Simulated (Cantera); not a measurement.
Input: 1 mol Si₂H₆, 0.44 mol NO, 5.3 mol H₂, held at 1375 K and 2900 Pa.

Cantera equilibrium calculation (NASA polynomials, part measured and part estimated; ideal gas, pure solids and liquids). Candidate condensed phases: H₂O, Si, SiO₂, Si₂N₂O, Si₃N₄; 35 gas species. The feed counts by its element totals alone. Mutual solubility and eutectic melting of coexisting phases are not modelled. The tables hold silica as quartz up to 1696 K and as liquid above; real silica turns to tridymite and cristobalite and melts near 1996 K. Equilibrium is a limit: real reactors are often held back by kinetics, nucleation or transport.

Base state: H₂ 0.998, SiO 0.00148, H 2.01e-5 (mole fractions); condensed: Si(s) + SiO₂(β-quartz) + Si₂N₂O(s).

### Question
What changes in the equilibrium state with this change: temperature from 1375 K to 1625 K?

### Answer
| species | before | after |
|---|---|---|
| H₂ | 0.998 | 0.973 |
| SiO | 0.00148 | 0.0261 |
| H | 2.01e-5 | 0.000409 |
| N₂ | 8.07e-8 | 0.000296 |
| Si(s), mol | 1.44 | 1.34 |
| SiO₂(β-quartz), mol | 0.104 | 0 |
| Si₂N₂O(s), mol | 0.220 | 0.217 |
